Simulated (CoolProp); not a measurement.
Vapour-liquid equilibrium of propane (1) + isohexane (2) at -24.25 °C; x and y are mole fractions of (1).

The numbers come from the multi-fluid Helmholtz-energy mixture model, Lemmon 2009 and Lemmon 2006; pair parameters Bell 2016 in CoolProp.

```tsv
x	bubble pressure, mixture model (kPa)	bubble pressure, Raoult's law (kPa)	y, mixture model	y, Raoult's law
0.05	13.37	12.60	0.838	0.830
0.15	35.16	33.30	0.944	0.942
0.25	56.38	54.00	0.968	0.969
0.35	77.11	74.70	0.979	0.980
0.45	97.41	95.39	0.986	0.987
0.55	117.4	116.1	0.990	0.991
0.65	137.3	136.8	0.993	0.994
0.75	157.2	157.5	0.995	0.996
0.85	177.4	178.2	0.997	0.998
0.95	198.3	198.9	0.999	0.999
```

The largest gap from Raoult's law is +6.1 % in bubble pressure, at x = 0.05. No azeotrope shows between x = 0.05 and 0.95.

The pair parameters rest on a limited set of measurements; away from them the model extrapolates. The gap from Raoult's law changes sign with composition, which may be real or a fault of the pair parameters; it wasn't checked against measurements.
